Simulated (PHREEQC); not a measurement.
A solution holds 59 mmol/kgw NaHF2, 0.082 mmol/kgw HNO3 and 7.8 mmol/kgw Na2SO4, at 78 °C and 100 atm. Closed to the air; pH follows from the charge balance.

Computed with PHREEQC (ion-association model, phreeqc.dat).

### Question
The ionic strength comes out as 0.0790 mol/kgw. What activity coefficients do F-, H+, SO4-2, NO3-, NaSO4- get?

### Answer
F- 0.76, H+ 0.82, SO4-2 0.37, NO3- 0.75, NaSO4- 0.79.

Precipitation was switched off in this run. Under pressure, the constants of complexes without a molar volume in the database are unreliable. Away from 25 °C the constants follow the database's enthalpies or fits; those with neither stay at their 25 °C values.
